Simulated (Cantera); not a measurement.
Charge: 1 mol SiHCl3, 4.5 mol N2, 0.14 mol H2, at 950 K and 0.170 bar.

Cantera equilibrium calculation (NASA polynomials, part measured and part estimated; ideal gas, pure solids and liquids). Candidate condensed phases: NH4Cl, Si, Si3N4; 28 gas species. N2 is the only nitrogen source here; it is nearly inert below about 1500 K, so the nitride shown seldom forms there in practice. The tables' values for SiCl3 are old estimates; treat these amounts as uncertain. The numbers say what is thermodynamically allowed, not how fast it happens.

Base state: N2 0.723, HCl 0.148, SiCl4 0.0924, H2 0.0364, SiHCl3 0.000104, SiCl3 1.17e-5 (mole fractions); condensed: Si3N4(s).

Question: What changes in the equilibrium state with this change: temperature from 950 K to 1848 K?

Answer: 
```tsv
species	before	after
N2	0.723	0.685
SiCl2	4.95e-8	0.133
HCl	0.148	0.129
SiCl4	0.0924	0.00291
SiCl3	1.17e-5	0.0162
H2	0.0364	0.0325
Cl	<1e-9	0.000702
H	<1e-9	0.000232
SiCl	<1e-9	6.38e-5
Si3N4(s), mol	0.155	0
```
The tables' values for SiCl3, SiCl are old estimates; treat these amounts as uncertain.
